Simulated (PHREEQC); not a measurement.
Solution (23 °C): 0.0027 mol H2SO4, 7.5e-05 mol H4SiO4 and 0.041 mol H3BO3 per kg of water. Closed to the air; pH follows from the charge balance.

Model: ion-association model, phreeqc.dat, run in PHREEQC.

```csv
quantity,before,after
pH,2.36,3.29
ionic strength (mol/kgw),0.00680,0.000788
H2BO3- (mol/kgw),5.65e-9,4.58e-9
```

Task: Which change was made?
A) H4SiO4 replaced by Na2SiF6 at the same molality
B) diluted 10-fold with water
C) temperature from 23 to 20 °C
D) 0.00084 mol/kgw Al(NO3)3 added
E) H4SiO4 left out

Result: B, diluted 10-fold with water

This is a speciation only: nothing precipitates in the calculation.
